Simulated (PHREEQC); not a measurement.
Solution (86 °C and 300 atm): 0.0024 mol CuSO4 and 0.04 mol HCl per kg of water. Closed to the air; pH follows from the charge balance.

The numbers come from PHREEQC with the ion-association model, phreeqc.dat.

No solid was allowed to form.

Problem. Estimate the pH.

Solution. pH 1.49.

Problem. In which forms is S present?

Solution. HSO4- 86 %, SO4-2 13 %, CuSO4 0.9 % of the S.

Under pressure, the constants of complexes without a molar volume in the database are unreliable. Away from 25 °C the constants follow the database's enthalpies or fits; those with neither stay at their 25 °C values.
